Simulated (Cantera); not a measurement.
A closed system holds: 1 mol Si2Cl6, a varied amount of NH3, held at 873.15 K and 89.0 Pa.

Equilibrium computed with Cantera from the NASA thermochemical tables; the gas is ideal and each condensed phase is pure. Candidate condensed phases: NH4Cl, Si, Si3N4; 28 gas species. The feed counts by its element totals alone. Equilibrium is a limit: real reactors are often held back by kinetics, nucleation or transport.

Problem. What share of the Si ends up in condensed phases as a function of n(NH3) (mol), at 0.24, 0.34, 0.5, 0.72, 1, 1.5, 2.2, 3.2, 4.6, 6.7?

Solution. 
```json
[
 {"n(NH3) (mol)": "0.24", "Si condensed (%)": "24.7", "as": "Si(s) + Si3N4(s)"},
 {"n(NH3) (mol)": "0.34", "Si condensed (%)": "24.7", "as": "Si(s) + Si3N4(s)"},
 {"n(NH3) (mol)": "0.5", "Si condensed (%)": "24.7", "as": "Si(s) + Si3N4(s)"},
 {"n(NH3) (mol)": "0.72", "Si condensed (%)": "27.0", "as": "Si3N4(s)"},
 {"n(NH3) (mol)": "1", "Si condensed (%)": "37.2", "as": "Si3N4(s)"},
 {"n(NH3) (mol)": "1.5", "Si condensed (%)": "48.4", "as": "Si3N4(s)"},
 {"n(NH3) (mol)": "2.2", "Si condensed (%)": "58.4", "as": "Si3N4(s)"},
 {"n(NH3) (mol)": "3.2", "Si condensed (%)": "69.5", "as": "Si3N4(s)"},
 {"n(NH3) (mol)": "4.6", "Si condensed (%)": "80.9", "as": "Si3N4(s)"},
 {"n(NH3) (mol)": "6.7", "Si condensed (%)": "90.9", "as": "Si3N4(s)"}
]
```
